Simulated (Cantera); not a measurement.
Input: 1 mol PbO, 4.2 mol CO, 0.21 mol N₂, 2.8 mol H₂, at 900 K and 0.133 bar.

These are equilibrium values from Cantera (NASA tables, ideal gas, pure condensed phases), not measurements of a reactor. Candidate condensed phases: C, C₆H₆, C₇H₈, C₈H₁₈, H₂O, Pb, PbO, PbO₂, Pb₃O₄; 139 gas species. Rates play no part.

Question: What is the equilibrium state?

Answer: 
| Item | Value |
|---|---|
| x(CO) | 0.430 |
| x(H₂) | 0.348 |
| x(CO₂) | 0.138 |
| x(H₂O) | 0.0484 |
| x(N₂) | 0.0305 |
| x(CH₄) | 0.00503 |
| x(Pb) | 1.03e-5 |
| x(NH₃) | 5.78e-6 |
| n(C(graphite)) | 0.249 mol |
| n(Pb(l)) | 1.000 mol |
| gas amount | 6.891 mol |
| log10 activity of PbO₂(s) (absent) | -19.03 |
